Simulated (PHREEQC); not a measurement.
Model water analysis in mg/L, 25 °C, pH 5.98, pe 9.1:

| constituent | mg/L |
|---|---|
| Na | 3.01 |
| K | 0.304 |
| Ca | 8.98 |
| Mg | 0.899 |
| Cl | 2.08 |
| S(6) as SO4 | 4.09 |
| Alkalinity as HCO3 | 30.4 |
| Cu(2) | 0.0727 |
| Zn | 0.227 |
| Ba | 0.266 |

Valence states are taken as typed.

All values are PHREEQC results (ion-association model, wateq4f.dat), not measurements.

Precipitation was switched off in this run.

Q: Order these Zn species by the share of Zn that they hold, largest first: ZnSO4, ZnCO3, Zn+2, ZnHCO3+.

A: Zn+2 (94 %), ZnHCO3+ (5.1 %), ZnSO4 (0.68 %), ZnCO3 (0.35 %)

The pH is 5.98 and the ionic strength 0.000959 mol/kgw.
